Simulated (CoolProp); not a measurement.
Vapour-liquid equilibrium of R1234ze(E) (1) + R227EA (2) at 192.7 K; x and y are mole fractions of (1).

Values from CoolProp's multi-fluid Helmholtz-energy mixture model, Thol 2016 and Lemmon 2016; pair parameters Bell 2023.

```
x     bubble pressure (MPa)  y at the bubble point  dew pressure at overall composition x (MPa)  liquid density (mol/L)
----  ---------------------  ---------------------  -------------------------------------------  ----------------------
0.05               0.002014                  0.063                                     0.002008                   10.37
0.15               0.002069                  0.184                                     0.002053                   10.58
0.25               0.002123                  0.297                                     0.002100                   10.79
0.35               0.002173                  0.403                                     0.002148                   11.01
0.45               0.002221                  0.503                                     0.002196                   11.25
0.55               0.002265                  0.598                                     0.002243                   11.49
0.65               0.002304                  0.689                                     0.002288                   11.74
0.75               0.002340                  0.778                                     0.002329                   12.01
0.85               0.002371                  0.866                                     0.002366                   12.28
0.95               0.002397                  0.955                                     0.002396                   12.58
```

No azeotrope shows between x = 0.05 and 0.95.

The pair parameters rest on a limited set of measurements; away from them the model extrapolates.
